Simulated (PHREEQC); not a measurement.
A column of 0.1 m (30 cells, dispersivity 0.008 m, 720 s a shift, diffusion coefficient 3e-10 m²/s) holds 0.016 eq of the database's cation exchanger X per kg of pore water, first in equilibrium with 22 mmol/kgw CdCl2, 0.49 mmol/kgw SrCl2 and 0.01 mmol/kgw HCl. It is flushed with 13 mmol/kgw SrCl2 and 0.01 mmol/kgw HCl, at 40 °C. Values are for the last cell. CO2 from the air is kept out. No solid was allowed to form.

The numbers come from PHREEQC with the ion-association model, phreeqc.dat.

Q: Predict Cd in solution (mol/kgw), CdX2 on the exchanger (mol/kgw) at pore volumes = 1.35, 2.817, 3.35, 3.483, 3.75.

A: 
| pore volumes | Cd in solution (mol/kgw) | CdX2 on the exchanger (mol/kgw) |
|---|---|---|
| 1.35 | 0.0100 | 0.00325 |
| 2.817 | 0.000241 | 4.50e-5 |
| 3.35 | 5.47e-5 | 1.01e-5 |
| 3.483 | 3.77e-5 | 6.96e-6 |
| 3.75 | 1.79e-5 | 3.30e-6 |

Constants without temperature data keep their 25 °C values here.
